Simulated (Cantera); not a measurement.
An isothermal, constant-pressure homogeneous reactor starts with CH4 : N2 = 1 : 100 (molar parts), at 1500 K and 3.00 Torr. Integrator tolerance rtol = 1e-08.

Cantera simulation using GRI-Mech 3.0 (53 species, 325 reactions); the numbers are that mechanism's predictions, not measurements. GRI-Mech 3.0 stops at C3 and has no aromatics, soot or wall deposition, so with more carbon than oxygen in the feed, carbon stays in small species such as C2H2 where larger ones or solid carbon would form. Radical loss at walls, strong at low pressure, is not modelled.

**Question.** What does this change do: temperature 1500 to 1798 K?

**Answer.** 
| quantity | before | after |
|---|---|---|
| x(CH4) at 7.00 s | 0.00847 (gas-phase equilibrium 1.12e-7) | 5.28e-5 (gas-phase equilibrium 6.19e-9) |
| x(CH2) at 7.00 s | 5.15e-8 (gas-phase equilibrium 1.01e-11) | 1.95e-7 (gas-phase equilibrium 3.07e-10) |
| x(C2H2) at 7.00 s | 0.000366 (gas-phase equilibrium 0.000348) | 0.00484 (gas-phase equilibrium 0.000236) |
| x(H) at 7.00 s | 1.81e-6 (gas-phase equilibrium 3.40e-5) | 0.000189 (gas-phase equilibrium 0.000672) |
| x(CH3) at 7.00 s | 0.000119 (gas-phase equilibrium 5.26e-9) | 1.38e-5 (gas-phase equilibrium 5.84e-9) |

**Question.** What does this change do: pressure from 3.00 Torr to 82.5 Torr?

**Answer.** 
```
quantity                                              before                                     after
-----------------  -----------------------------------------  ----------------------------------------
x(CH4) at 7.00 s     0.00847 (gas-phase equilibrium 1.12e-7)   0.00216 (gas-phase equilibrium 3.09e-6)
x(CH2) at 7.00 s    5.15e-8 (gas-phase equilibrium 1.01e-11)  5.14e-9 (gas-phase equilibrium 1.01e-11)
x(C2H2) at 7.00 s  0.000366 (gas-phase equilibrium 0.000348)  0.00381 (gas-phase equilibrium 0.000347)
x(H) at 7.00 s       1.81e-6 (gas-phase equilibrium 3.40e-5)   4.44e-6 (gas-phase equilibrium 6.48e-6)
x(CH3) at 7.00 s    0.000119 (gas-phase equilibrium 5.26e-9)   1.67e-5 (gas-phase equilibrium 2.76e-8)
```
